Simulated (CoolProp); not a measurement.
Vapour pressure (MPa) of dimethyl carbonate: the reference equation beside estimates from Tc = 283.9 °C, pc = 4.909 MPa, ω = 0.346.

The numbers come from the reference Helmholtz-energy equation of state, Zhou 2011 in CoolProp.

| T (°C) | reference | van der Waals | Peng-Robinson |
|---|---|---|---|
| 27.95 | 0.008438 | 0.2272 | 0.008436 |
| 36.15 | 0.01256 | 0.2687 | 0.01252 |
| 44.25 | 0.01815 | 0.3145 | 0.01806 |
| 52.45 | 0.02578 | 0.3662 | 0.02560 |
| 60.55 | 0.03571 | 0.4227 | 0.03544 |
| 68.65 | 0.04856 | 0.4849 | 0.04818 |
| 76.85 | 0.06515 | 0.5539 | 0.06465 |
| 84.95 | 0.08573 | 0.6283 | 0.08513 |
| 93.15 | 0.1115 | 0.7100 | 0.1109 |
| 101.25 | 0.1427 | 0.7975 | 0.1420 |
| 109.45 | 0.1809 | 0.8929 | 0.1803 |
| 117.55 | 0.2260 | 0.9943 | 0.2257 |
| 125.65 | 0.2795 | 1.103 | 0.2795 |
| 133.85 | 0.3430 | 1.221 | 0.3438 |

Absolute difference from the reference over all 14 rows, mean and median: van der Waals 945.0 and 691.5 %, Peng-Robinson 0.4 and 0.5 %.
